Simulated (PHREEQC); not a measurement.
Solution A (8.3 mmol/kgw K2CO3, 0.87 mmol/kgw H4SiO4 and 4.7 mmol/kgw CO2) is mixed with solution B (0.27 mol TMAH, 0.0042 mol K2SO4 and 0.00055 mol H3BO3 per kg of water) at 25 °C; shares are by mass of water, 1 kg in all. O2 is buffered at 0.21 atm. No CO2 enters from the air. Only these solids could form: SiO2(a).

Equilibrium calculation in PHREEQC: ion-association model, phreeqc.dat.

```csv
share of solution B,pH,CO3-2 (mol/kgw),H3SiO4- (mol/kgw)
0,9.66,0.00317,0.000383
0.1,12.15,0.0116,0.000668
0.2,12.54,0.0104,0.000478
0.3,12.74,0.00908,0.000347
0.4,12.87,0.00779,0.000252
0.5,12.97,0.00649,0.000182
0.6,13.05,0.00520,0.000128
0.7,13.11,0.00390,8.52e-5
0.8,13.17,0.00260,5.11e-5
0.9,13.22,0.00130,2.32e-5
1,13.26,0,0
```

Species that the database lacks are ignored. (CH3)4N+ isn't in the database: it is added as a free cation with an ion size of 4 Å.
